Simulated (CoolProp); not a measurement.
Acetone along the isobar 659 kPa: density (kg/m³) from the reference equation and from simpler models built on Tc = 508.1 K, pc = 4692 kPa, ω = 0.307; each cubic takes its own stable root.

Model: reference Helmholtz-energy equation of state, Lemmon 2006, in CoolProp. It is a short technical equation, of lower accuracy than the large ones.

```json
[
 {"T (K)": "419.9", "phase": "gas", "reference": "12.51"},
 {"T (K)": "428.6", "phase": "gas", "reference": "12.11"},
 {"T (K)": "437.3", "phase": "gas", "reference": "11.74"},
 {"T (K)": "445.9", "phase": "gas", "reference": "11.41"},
 {"T (K)": "454.6", "phase": "gas", "reference": "11.10"},
 {"T (K)": "463.3", "phase": "gas", "reference": "10.82"},
 {"T (K)": "472", "phase": "gas", "reference": "10.55"},
 {"T (K)": "480.6", "phase": "gas", "reference": "10.30"},
 {"T (K)": "489.3", "phase": "gas", "reference": "10.07"},
 {"T (K)": "498", "phase": "gas", "reference": "9.849"},
 {"T (K)": "506.6", "phase": "gas", "reference": "9.643"},
 {"T (K)": "515.3", "phase": "gas", "reference": "9.444"},
 {"T (K)": "524", "phase": "gas", "reference": "9.256"},
 {"T (K)": "532.7", "phase": "gas", "reference": "9.076"},
 {"T (K)": "541.3", "phase": "gas", "reference": "8.906"},
 {"T (K)": "550", "phase": "gas", "reference": "8.742"}
]
```

Q: How far does each simpler model (ideal gas, van der Waals, Peng-Robinson) lie from the reference over these 16 states: mean and median of the absolute difference, and the worst?

A: 
- ideal gas: mean 7.3 %, median 6.8 %, worst -12.4 % at 419.9 K and 659 kPa
- van der Waals: mean 2.5 %, median 2.0 %, worst -5.8 % at 419.9 K and 659 kPa
- Peng-Robinson: mean 0.7 %, median 0.4 %, worst -2.3 % at 419.9 K and 659 kPa
